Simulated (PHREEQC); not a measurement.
Make-up at 25 °C: 0.0013 mol/kgw Cu(NO3)2, 0.049 mol/kgw HCl and 0.24 mol/kgw Na2SO4. Closed to the air; pH follows from the charge balance.

Computed with PHREEQC (ion-association model, phreeqc.dat).

Task: The ionic strength comes out as 0.576 mol/kgw. What activity coefficients do Cl-, CuCl+, HSO4-, SO4-2, NaSO4- get?

Result: Cl- 0.64, CuCl+ 0.64, HSO4- 0.74, SO4-2 0.19, NaSO4- 0.68.

No solid was allowed to form.
